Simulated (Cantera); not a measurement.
An adiabatic, constant-pressure homogeneous reactor starts with 17.8 % H2, 16.8 % O2, 63.2 % N2, 2.14 % H2O, at 1200 K and 0.940 bar.

Computed with Cantera and the H2/O2 subset of GRI-Mech 3.0, which has no nitrogen chemistry.

One state of this run: T (K) = 2374; x H2 = 0.00235; x O2 = 0.0836; x H2O = 0.210; x H2O2 = 3.11e-7; x O = 0.00226. x: mole fraction; the columns are a selection and need not sum to one.

Problem. Which value of t (s) does it belong to?
A. 1.14e-5
B. 3.24e-5
C. 4.00e-6
D. 0.00213

Solution. D, 0.00213
